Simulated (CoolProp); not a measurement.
The fluid at 312.93 K and 7.76 MPa is throttled through a valve to 0.271 MPa with no heat exchange. The same conditions are run with several fluids, on thermodynamics alone (safety and materials aside).

The numbers come from the reference Helmholtz-energy equation of state of each fluid (CF4 (R14): Platzer 1990; R13: Platzer 1990; C2F6 (R116): Lemmon 2006; ethylene: Smukala 2000; normal hydrogen: Leachman 2009) in CoolProp. The equations of Platzer and Polt are older, rougher fits.

Question: Rank CF4 (R14), R13, C2F6 (R116), ethylene, normal hydrogen by temperature change (K), highest first.

Answer: normal hydrogen (+2.6), CF4 (R14) (-40.5), C2F6 (R116) (-92.6), R13 (-100.6), ethylene (-123.4)

```json
[
 {"fluid": "CF4 (R14)", "final phase": "gas", "final density (kg/m³)": "10.7"},
 {"fluid": "R13", "final phase": "two-phase, vapour fraction 0.786", "final density (kg/m³)": "22.1"},
 {"fluid": "C2F6 (R116)", "final phase": "gas", "final density (kg/m³)": "22.3"},
 {"fluid": "ethylene", "final phase": "gas", "final density (kg/m³)": "5.16"},
 {"fluid": "normal hydrogen", "final phase": "gas", "final density (kg/m³)": "0.208"}
]
```
